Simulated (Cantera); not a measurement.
**Ignition delay**

Mixture: CH4 : H2 : O2 : N2 = 1 : 1.2 : 1.53 : 8.11 (molar parts), equivalence ratio 1.7, at 0.880 bar, adiabatic and at constant volume. Ignition delay is the time to a rise of 400 K.

Detailed kinetics in Cantera: GRI-Mech 3.0 (53 species, 325 reactions).

```json
[
 {"T0 (K)": "1200", "delay (ms)": "1.35"},
 {"T0 (K)": "1250", "delay (ms)": "0.897"},
 {"T0 (K)": "1300", "delay (ms)": "0.614"},
 {"T0 (K)": "1350", "delay (ms)": "0.431"},
 {"T0 (K)": "1400", "delay (ms)": "0.310"},
 {"T0 (K)": "1450", "delay (ms)": "0.229"}
]
```

| Quantity | Result |
|---|---|
| apparent activation energy between 1350 and 1450 K | 100 kJ/mol |
